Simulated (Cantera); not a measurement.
Feed: 1 mol Al, 22 mol N2O, 6.1 mol H2, equilibrated at 1698.15 K and 26.0 mbar.

Method: chemical equilibrium by Gibbs-energy minimisation in Cantera with the NASA 1993 tables (ideal gas, pure condensed phases). Candidate condensed phases: Al, AlN, Al2O3, H2O; 35 gas species. Kinetics and transport are ignored.

Base state: N2 0.622, O2 0.202, H2O 0.172, NO 0.00251, OH 0.00116, O 0.000122, H2 4.68e-5 (mole fractions); condensed: Al2O3(s).

**Question.** What changes in the equilibrium state with this change: pressure from 26.0 mbar to 17.0 Pa?

**Answer.** 
```
species          before     after
-------------  --------  --------
N2                0.622     0.621
O2                0.202     0.201
H2O               0.172     0.170
OH              0.00116   0.00405
H               6.14e-6  0.000266
O              0.000122   0.00151
H2              4.68e-5  0.000572
Al2O3(s), mol     0.500     0.500
```

**Question.** What changes in the equilibrium state with this change: temperature from 1698.15 K to 950 K?

**Answer.** 
```tsv
species	before	after
N2	0.622	0.623
O2	0.202	0.204
H2O	0.172	0.173
NO	0.00251	1.54e-5
O	0.000122	<1e-9
H2	4.68e-5	<1e-9
OH	0.00116	1.34e-7
Al2O3(s), mol	0.500	0.500
```
